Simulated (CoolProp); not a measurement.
Vapour-liquid equilibrium of methanol (1) + benzene (2) at 435.3 K; x and y are mole fractions of (1).

Model: multi-fluid Helmholtz-energy mixture model, de Reuck 1993 and Thol 2012; pair parameters Bell 2016, in CoolProp.

```json
[
 {"x": "0.05", "bubble pressure, mixture model (MPa)": "0.9544", "bubble pressure, Raoult's law (MPa)": "0.7957", "y, mixture model": "___", "y, Raoult's law": "0.116"},
 {"x": "0.15", "bubble pressure, mixture model (MPa)": "1.248", "bubble pressure, Raoult's law (MPa)": "0.9064", "y, mixture model": "0.417", "y, Raoult's law": "0.306"},
 {"x": "0.25", "bubble pressure, mixture model (MPa)": "1.435", "bubble pressure, Raoult's law (MPa)": "1.017", "y, mixture model": "0.512", "y, Raoult's law": "0.454"},
 {"x": "0.35", "bubble pressure, mixture model (MPa)": "1.560", "bubble pressure, Raoult's law (MPa)": "1.128", "y, mixture model": "0.573", "y, Raoult's law": "0.573"},
 {"x": "0.45", "bubble pressure, mixture model (MPa)": "1.651", "bubble pressure, Raoult's law (MPa)": "1.238", "y, mixture model": "0.622", "y, Raoult's law": "0.671"},
 {"x": "0.55", "bubble pressure, mixture model (MPa)": "___", "bubble pressure, Raoult's law (MPa)": "1.349", "y, mixture model": "___", "y, Raoult's law": "0.753"},
 {"x": "0.65", "bubble pressure, mixture model (MPa)": "1.780", "bubble pressure, Raoult's law (MPa)": "1.460", "y, mixture model": "0.722", "y, Raoult's law": "0.823"},
 {"x": "0.75", "bubble pressure, mixture model (MPa)": "___", "bubble pressure, Raoult's law (MPa)": "1.571", "y, mixture model": "0.784", "y, Raoult's law": "0.882"},
 {"x": "0.85", "bubble pressure, mixture model (MPa)": "___", "bubble pressure, Raoult's law (MPa)": "1.681", "y, mixture model": "0.858", "y, Raoult's law": "0.934"},
 {"x": "0.95", "bubble pressure, mixture model (MPa)": "___", "bubble pressure, Raoult's law (MPa)": "1.792", "y, mixture model": "0.949", "y, Raoult's law": "0.979"}
]
```

Complete the blanks.


- 0.05, y, mixture model: 0.219
- 0.55, bubble pressure, mixture model (MPa): 1.723
- 0.55, y, mixture model: 0.670
- 0.75, bubble pressure, mixture model (MPa): 1.823
- 0.85, bubble pressure, mixture model (MPa): 1.848
- 0.95, bubble pressure, mixture model (MPa): 1.852

The largest gap from Raoult's law is +41.1 % in bubble pressure, at x = 0.25. y crosses x between x = 0.85 and 0.95: the model has an azeotrope there.

Pair parameters are fitted to limited data, so mixtures are less certain than the pure fluids.
